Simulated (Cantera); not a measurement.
Input: 1 mol PbS, a varied amount of H2, equilibrated at 2200 K and 22.0 mbar.

These are equilibrium values from Cantera (NASA tables, ideal gas, pure condensed phases), not measurements of a reactor. Candidate condensed phases: Pb, PbS, S; 10 gas species. Rates play no part.

Task: At 46 mol H2, list the 5 most abundant gas species with their mole fractions, and the condensed phases.

Result: H2 0.927, H 0.0366, Pb 0.0193, SH 0.00589, S 0.00404. Condensed: gas only.
